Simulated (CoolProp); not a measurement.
Model: reference Helmholtz-energy equation of state, Lemmon 2006, in CoolProp. It is a short technical equation, of lower accuracy than the large ones.

Q: For isopentane, give the phase and the density (kg/m³), conductivity (mW/(m K)) at 382.8 K and 7.7 MPa.

A: 
- 382.8 K and 7.7 MPa: liquid; density 538, conductivity 84.2

Thermal conductivity comes from a separate model (Vassiliou 2015).
